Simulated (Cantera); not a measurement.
A closed system holds: 1 mol Si3N4, 0.75 mol H2O, 25 mol H2, at 2.10 bar.

Method: chemical equilibrium by Gibbs-energy minimisation in Cantera with the NASA 1993 tables (ideal gas, pure condensed phases). Candidate condensed phases: H2O, Si, SiO2, Si2N2O, Si3N4; 35 gas species. Equilibrium is a limit: real reactors are often held back by kinetics, nucleation or transport.

**Question.** At 700 °C, list the 3 most abundant gas species with their mole fractions, and the condensed phases.

**Answer.** H2 0.990, N2 0.00955, NH3 0.000141. Condensed: Si2N2O(s) + Si3N4(s).
